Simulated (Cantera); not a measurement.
Source: NASA polynomial tables (part measured, part estimated), evaluated in Cantera. Values are per mole of reaction as written; species without (g) are pure solids or liquids, kept so even where they would boil at 1 bar.

H2(g) + Ta2O5 → 2 TaO2(g) + H2O(g)

| T (K) | ΔH° (kJ) | ΔS° (J/K) | ΔG° (kJ) | log10 K |
|---|---|---|---|---|
| 2525 | ? | ? | ? | ? |
| 2550 | 1125.2 | 286.4 | 394.8 | -8.09 |
| 2575 | 1122.5 | 285.4 | 387.7 | -7.86 |
| 2600 | ? | ? | ? | ? |
| 2625 | 1117.2 | 283.3 | 373.5 | -7.43 |
| 2650 | 1114.5 | 282.3 | 366.4 | -7.22 |
| 2675 | 1111.9 | 281.3 | 359.4 | -7.02 |
| 2700 | ? | ? | ? | ? |
| 2725 | ? | ? | ? | ? |

### Question
What belongs in the gaps?

### Answer

- 2525, ΔH° (kJ): 1127.8
- 2525, ΔS° (J/K): 287.4
- 2525, ΔG° (kJ): 402.0
- 2525, log10 K: -8.32
- 2600, ΔH° (kJ): 1119.8
- 2600, ΔS° (J/K): 284.3
- 2600, ΔG° (kJ): 380.6
- 2600, log10 K: -7.65
- 2700, ΔH° (kJ): 1109.2
- 2700, ΔS° (J/K): 280.3
- 2700, ΔG° (kJ): 352.3
- 2700, log10 K: -6.82
- 2725, ΔH° (kJ): 1106.6
- 2725, ΔS° (J/K): 279.3
- 2725, ΔG° (kJ): 345.4
- 2725, log10 K: -6.62
